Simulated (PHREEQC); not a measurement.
A solution holds 0.66 mmol/kgw H2SeO3 and 60 mmol/kgw NaF, at 25 °C. Closed to the air; pH follows from the charge balance.

Model: ion-association model, wateq4f.dat, run in PHREEQC.

```
quantity                   before    after
------------------------  -------  -------
pH                           5.11     4.81
ionic strength (mol/kgw)   0.0587   0.0588
H2SeO3 (mol/kgw)          2.28e-6  9.17e-6
SeO3-2 (mol/kgw)          5.04e-7  4.98e-7
```

What was changed between the two runs?
A. diluted 100-fold with water
B. NaF left out
C. 0.047 mol/kgw H2SO4 added
D. H2SeO3 from 0.00066 to 0.00132 mol/kgw

D, H2SeO3 from 0.00066 to 0.00132 mol/kgw

This is a speciation only: nothing precipitates in the calculation.
